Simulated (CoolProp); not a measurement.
Vapour-liquid equilibrium of CH2F2 (R32) (1) + R1234yf (2) at 276.5 K; x and y are mole fractions of (1).

Model: multi-fluid Helmholtz-energy mixture model, Tillner-Roth 1997 and Lemmon 2022; pair parameters Bell 2023, in CoolProp.

Question: Give the bubble pressure and the first vapour's composition at x = 0.05, 0.35, 0.8. Is there an azeotrope?

Answer: x = 0.05: 3.969 bar, y = 0.142; x = 0.35: 6.252 bar, y = 0.589; x = 0.8: 8.421 bar, y = 0.870. No azeotrope shows between x = 0.05 and 0.95.

Pair parameters are fitted to limited data, so mixtures are less certain than the pure fluids.
